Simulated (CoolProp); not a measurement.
A closed Brayton cycle with carbon dioxide: compressor inlet 322.15 K and 9.2 MPa, high pressure 26.1 MPa, turbine inlet 670 K, compressor efficiency 0.89, turbine efficiency 0.93, recuperator effectiveness 0.9 (on enthalpy, no pinch check). Each further row changes one setting.

Model: reference Helmholtz-energy equation of state, Span 1996, in CoolProp.

| case | thermal efficiency (%) | net work (kJ/kg) | compressor to turbine work | compressor exit (K) | turbine exit (K) |
|---|---|---|---|---|---|
| as stated | 29.4 | 65.0 | 0.41 | 396.0 | 555.5 |
| turbine inlet 620 K | 26.4 | 54.2 | (withheld) | 396.0 | (withheld) |
| compressor inlet 332.15 K | 27.5 | 56.3 | 0.49 | 417.8 | 555.5 |
| high pressure 22.2 MPa | (withheld) | 58.3 | 0.38 | 384.4 | 572.9 |
| recuperator effectiveness 0.5 | 21.9 | 65.0 | 0.41 | 396.0 | 555.5 |

Question: Fill in the missing entries.

Answer: 
- turbine inlet 620 K, compressor to turbine work: 0.45
- turbine inlet 620 K, turbine exit (K): 509.9
- high pressure 22.2 MPa, thermal efficiency (%): 28.8
